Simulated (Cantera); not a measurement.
An adiabatic, constant-pressure homogeneous reactor starts with CH₄ : C₂H₆ : C₃H₈ : O₂ : N₂ = 1 : 0.15 : 0.74 : 14.1 : 53.2 (molar parts), at 1750 K and 3750 Torr. Integrator tolerance rtol = 1e-08.

Model: GRI-Mech 3.0 (53 species, 325 reactions), integrated in Cantera. GRI-Mech 3.0 was tuned for natural gas; its chemistry of propane as a main component is partial and can be far from experiment.

**Question.** What does this change do: initial temperature 1750 to 1598 K?

**Answer.** 
| quantity | before | after |
|---|---|---|
| time of steepest temperature rise | 5.66 µs | 14.7 µs |
| temperature at 2.00 s | 2560 K | 2451 K |
| equilibrium temperature | 2560 K | 2451 K |
| x(CH₄) at 2.00 s | <1e-12 (gas-phase equilibrium <1e-12) | <1e-12 (gas-phase equilibrium <1e-12) |
| x(C₂H₆) at 2.00 s | <1e-12 (gas-phase equilibrium <1e-12) | <1e-12 (gas-phase equilibrium <1e-12) |
| x(C₃H₈) at 2.00 s | <1e-12 (gas-phase equilibrium <1e-12) | <1e-12 (gas-phase equilibrium <1e-12) |
| x(NO) at 2.00 s | 0.0173 (gas-phase equilibrium 0.0173) | 0.0145 (gas-phase equilibrium 0.0145) |
| x(CH₂CO) at 2.00 s | <1e-12 (gas-phase equilibrium <1e-12) | <1e-12 (gas-phase equilibrium <1e-12) |
| x(HCO) at 2.00 s | 8.91e-10 (gas-phase equilibrium 8.91e-10) | 2.88e-10 (gas-phase equilibrium 2.88e-10) |
| x(O₂) at 2.00 s | 0.102 (gas-phase equilibrium 0.102) | 0.104 (gas-phase equilibrium 0.104) |
